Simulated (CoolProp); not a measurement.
A single-stage vapour-compression cycle with the fluid: evaporating at 207.15 K (dew point), condensing at 240.15 K (bubble point), superheat 2 K, subcooling 8 K, compressor efficiency 0.9, no pressure losses. The same conditions are run with several fluids, on thermodynamics alone (safety and materials aside).

Values from CoolProp's reference Helmholtz-energy equation of state of each fluid (fluoroethane (R161): Wu 2012; C2F6 (R116): Lemmon 2006; R125: Lemmon 2005; ammonia: Gao 2020; R115: Lemmon 2016; chlorine: Thol 2021).

| fluid | cooling COP | pressure ratio | discharge temperature (K) | refrigerating effect (kJ/kg) | volumetric capacity (kJ/m³) |
|---|---|---|---|---|---|
| fluoroethane (R161) | 5.17 | 5.59 | 283.6 | 407 | ? |
| C2F6 (R116) | 4.97 | 3.71 | ? | 87.4 | 1380 |
| R125 | 5.22 | 5.24 | 254.4 | 147 | 398 |
| ammonia | 4.81 | 7.09 | 345.8 | 1350 | 194 |
| R115 | 5.23 | 5.21 | ? | 113 | 260 |
| chlorine | 4.89 | 5.49 | 332.8 | 282 | 223 |

**Question.** Fill in the missing entries.

**Answer.** 
- fluoroethane (R161), volumetric capacity (kJ/m³): 253
- C2F6 (R116), discharge temperature (K): 244.3
- R115, discharge temperature (K): 246.8
